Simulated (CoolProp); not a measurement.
R236FA along the isobar 1.76 MPa: Z from the reference equation and from simpler models built on Tc = 398.1 K, pc = 3.191 MPa, ω = 0.377; each cubic takes its own stable root.

The numbers come from the reference Helmholtz-energy equation of state, Pan 2012 in CoolProp.

```csv
T (K),phase,reference
281.6,liquid,0.08043
290.7,liquid,0.07954
299.8,liquid,0.07884
308.9,liquid,0.07832
318,liquid,0.07802
327.1,liquid,0.07795
336.2,liquid,0.07817
345.3,liquid,0.07874
354.4,liquid,0.07983
363.6,liquid,0.08175
372.7,gas,0.6720
381.8,gas,0.7172
390.9,gas,0.7516
400,gas,0.7794
```

Problem. How far does each simpler model (van der Waals, Soave-Redlich-Kwong, Peng-Robinson) lie from the reference over these 14 states: mean and median of the absolute difference, and the worst?

Solution. 
- van der Waals: mean 204.0 %, median 68.4 %, worst +799.1 % at 363.6 K and 1.76 MPa
- Soave-Redlich-Kwong: mean 9.7 %, median 10.9 %, worst +18.8 % at 363.6 K and 1.76 MPa
- Peng-Robinson: mean 1.7 %, median 1.6 %, worst +4.9 % at 363.6 K and 1.76 MPa

At some of these states van der Waals gives the other phase, because its saturation line lies elsewhere.
